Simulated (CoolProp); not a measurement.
Values from CoolProp's reference Helmholtz-energy equation of state, Thol 2019.

Task: For decamethylcyclopentasiloxane (D5), give the phase and the cp (kJ/(kg K)), speed of sound (m/s), Joule-Thomson coefficient (K/MPa), fugacity coefficient at 517.2 K and 1.37 MPa.

Result: 
- 517.2 K and 1.37 MPa: liquid; cp 2.05, speed of sound 359, Joule-Thomson coefficient 0.0202, fugacity coefficient 0.151
